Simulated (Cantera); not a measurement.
Input (Python, Cantera) and output of one run.

```python
import numpy as np
import cantera as ct

gas_names = """
    Fe H H2 H2S N NH NH2 NH3 N2 N2H2 N2H4 S SH SN S2 S8
""".split()
cond_names = """
    Fe(a) Fe(c) Fe(d) Fe(L) FeS(a) FeS(b) FeS(c) FeS(L) FeS2(s) S(cr1) S(cr2) S(L)
""".split()


# ... load() reads the species with a 1 bar reference pressure and builds the phases ...
atoms = {
    'FeS': {'Fe': 1, 'S': 1},
    'H2': {'H': 2},
    'N2': {'N': 2},
}
top_T = {'FeS2(s)': 1010}  # K; cautious upper limits of use, not melting points


# ... equilibrate(T, P, feed) seeds the gas with the atoms and calls Mixture.equilibrate('TP', solver="vcs", rtol=1e-11, max_steps=5000) ...
results = []
feed = {'FeS': 1, 'H2': 290, 'N2': 3.8}  # mol
T = 1675  # K
P = 10000  # Pa
mix = equilibrate(T, P, feed)
results.append((T, P, feed, dict(zip(mix.species_names, mix.species_moles))))
x = sorted(zip(gas.X, gas.species_names), reverse=True)
print(f"T = {T:g} K  P = {P:g} Pa  gas = {mix.phase_moles(0):.4g} mol")
print("   x: " + "  ".join(f"{s} {v:.3e}" for v, s in x if v > 1e-06))
print("   condensed (mol): " + ("  ".join(f"{mix.phase(i).name} {mix.phase_moles(i):.4g}"
      for i in range(1, mix.n_phases) if mix.phase_moles(i) > 1e-12) or "none"))
```

It prints:

```
T = 1675 K  P = 10000 Pa  gas = 293.9 mol
   x: H2 9.833e-01  N2 1.293e-02  H2S 3.149e-03  H 3.641e-04  SH 1.781e-04  Fe 4.151e-05  S2 3.548e-05  S 4.730e-06
   condensed (mol): Fe(d) 0.9878
```

These are equilibrium values from Cantera (NASA tables, ideal gas, pure condensed phases), not measurements of a reactor.
